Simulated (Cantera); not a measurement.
## NO annealing gas

An isothermal, constant-pressure homogeneous reactor starts with 40.0 % NO, 60.0 % N2, at 1950 K and 28.5 Torr.

Computed with Cantera and GRI-Mech 3.0 (53 species, 325 reactions). Radical loss at walls, strong at low pressure, is not modelled.

```csv
t (s),x NO,x O2,x O,x N2,x NO2,x N2O
0.000900,0.400,3.59e-8,4.41e-6,0.600,9.47e-8,4.25e-6
0.00271,0.400,3.35e-7,1.36e-5,0.600,6.99e-7,1.20e-5
0.00813,0.400,3.54e-6,4.38e-5,0.600,3.90e-6,3.04e-5
0.0244,0.400,4.53e-5,0.000134,0.600,1.31e-5,5.66e-5
0.0735,0.399,0.000392,0.000224,0.600,2.01e-5,6.45e-5
0.221,0.396,0.00167,0.000244,0.602,2.25e-5,6.29e-5
0.664,0.388,0.00567,0.000287,0.606,2.82e-5,5.91e-5
2.00,0.362,0.0185,0.000392,0.619,4.04e-5,4.91e-5
6.00,0.282,0.0585,0.000604,0.659,5.38e-5,2.71e-5
```
x: mole fraction; the columns are a selection and need not sum to one.

Equilibrium at this temperature and pressure: NO 0.00649, O2 0.196, O 0.00103, N2 0.796, NO2 2.29e-6, N2O 7.18e-8 (gas phase only).
